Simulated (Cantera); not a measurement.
What does this Cantera script print?

```python
import numpy as np
import cantera as ct

gas_names = """
    CL CLO CL2 Fe FeCL FeCL2 FeCL3 FeO Fe(OH)2 Fe2CL4 Fe2CL6 H HCL HOCL HO2 H2 H2O H2O2 O OH O2 O3
""".split()
cond_names = """
    Fe(a) Fe(c) Fe(d) Fe(L) FeCL2(s) FeCL2(L) FeCL3(s) FeCL3(L) FeO(s) FeO(L) Fe(OH)2(s) Fe(OH)3(s)
    Fe2O3(s) Fe3O4(s) H2O(s) H2O(L)
""".split()


# ... load() reads the species with a 1 bar reference pressure and builds the phases ...
atoms = {
    'Fe2O3': {'Fe': 2, 'O': 3},
    'HCl': {'H': 1, 'CL': 1},
    'H2': {'H': 2},
}
top_T = {'Fe2O3(s)': 1830, 'Fe3O4(s)': 1870}  # K; cautious upper limits of use, not melting points


# ... equilibrate(T, P, feed) seeds the gas with the atoms and calls Mixture.equilibrate('TP', solver="vcs", rtol=1e-11, max_steps=5000) ...
results = []
feed = {'Fe2O3': 1, 'HCl': 4.2, 'H2': 6.8}  # mol
P = 38  # Pa
for T in [900, 975, 1050, 1125, 1200, 1275, 1350, 1425, 1500]:
    mix = equilibrate(T, P, feed)
    results.append((T, P, feed, dict(zip(mix.species_names, mix.species_moles))))
    x = sorted(zip(gas.X, gas.species_names), reverse=True)
    print(f"T = {T:g} K  P = {P:g} Pa  gas = {mix.phase_moles(0):.4g} mol")
    print("   x: " + "  ".join(f"{s} {v:.3e}" for v, s in x if v > 1e-06))
    print("   condensed (mol): " + ("  ".join(f"{mix.phase(i).name} {mix.phase_moles(i):.4g}"
          for i in range(1, mix.n_phases) if mix.phase_moles(i) > 1e-12) or "none"))
```

It prints:

```
T = 900 K  P = 38 Pa  gas = 11 mol
   x: H2 5.273e-01  HCL 3.505e-01  H2O 1.066e-01  FeCL2 1.565e-02  Fe2CL4 7.210e-06
   condensed (mol): FeO(s) 1.828
T = 975 K  P = 38 Pa  gas = 11 mol
   x: H2 5.273e-01  HCL 3.323e-01  H2O 1.157e-01  FeCL2 2.475e-02  Fe2CL4 4.124e-06
   condensed (mol): FeO(s) 1.728
T = 1050 K  P = 38 Pa  gas = 11 mol
   x: H2 5.273e-01  HCL 3.126e-01  H2O 1.255e-01  FeCL2 3.459e-02  Fe2CL4 2.287e-06
   condensed (mol): FeO(s) 1.619
T = 1125 K  P = 38 Pa  gas = 11 mol
   x: H2 5.273e-01  HCL 2.928e-01  H2O 1.354e-01  FeCL2 4.450e-02  H 1.655e-06  Fe2CL4 1.277e-06
   condensed (mol): FeO(s) 1.51
T = 1200 K  P = 38 Pa  gas = 11 mol
   x: H2 5.261e-01  HCL 2.744e-01  H2O 1.458e-01  FeCL2 5.370e-02  H 7.343e-06  CL 3.321e-06
   condensed (mol): Fe(c) 0.01279  FeO(s) 1.396
T = 1275 K  P = 38 Pa  gas = 11 mol
   x: H2 5.161e-01  HCL 2.604e-01  H2O 1.628e-01  FeCL2 6.069e-02  H 2.717e-05  CL 1.164e-05  Fe 1.389e-06
   condensed (mol): Fe(c) 0.1228  FeO(s) 1.21
T = 1350 K  P = 38 Pa  gas = 11 mol
   x: H2 5.068e-01  HCL 2.476e-01  H2O 1.783e-01  FeCL2 6.706e-02  H 8.704e-05  CL 3.543e-05  Fe 1.131e-05
   condensed (mol): Fe(c) 0.2242  FeO(s) 1.038
T = 1425 K  P = 38 Pa  gas = 11 mol
   x: H2 4.982e-01  HCL 2.361e-01  H2O 1.925e-01  FeCL2 7.279e-02  H 2.470e-04  CL 9.583e-05  Fe 7.354e-05  OH 2.087e-06  Fe(OH)2 1.405e-06
   condensed (mol): Fe(c) 0.3163  FeO(s) 0.882
T = 1500 K  P = 38 Pa  gas = 11.01 mol
   x: H2 4.902e-01  HCL 2.255e-01  H2O 2.052e-01  FeCL2 7.787e-02  H 6.322e-04  Fe 3.947e-04  CL 2.345e-04  OH 7.556e-06  FeCL 3.778e-06  Fe(OH)2 3.191e-06
   condensed (mol): Fe(c) 0.3971  FeO(s) 0.7412
```

Cantera equilibrium calculation (NASA polynomials, part measured and part estimated; ideal gas, pure solids and liquids). Mutual solubility and eutectic melting of coexisting phases are not modelled. The tables' stoichiometric FeO is somewhat more stable than real wüstite, so its field is too wide. FeO: taken at fixed stoichiometry.
